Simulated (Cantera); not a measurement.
Input: 1 mol CS2, 5.8 mol H2O, 44 mol N2, 3.9 mol O2, held at 7.50 Torr.

Cantera equilibrium calculation (NASA polynomials, part measured and part estimated; ideal gas, pure solids and liquids). Candidate condensed phases: C, C6H6, C7H8, C8H18, H2O, H2SO4, S; 150 gas species. Kinetics and transport are ignored.

### Question
At 2552 °C, list the 6 most abundant gas species with their mole fractions, and the condensed phases.

### Answer
N2 0.681, H 0.112, O 0.0848, O2 0.0201, OH 0.0190, SO 0.0160. Condensed: gas only.
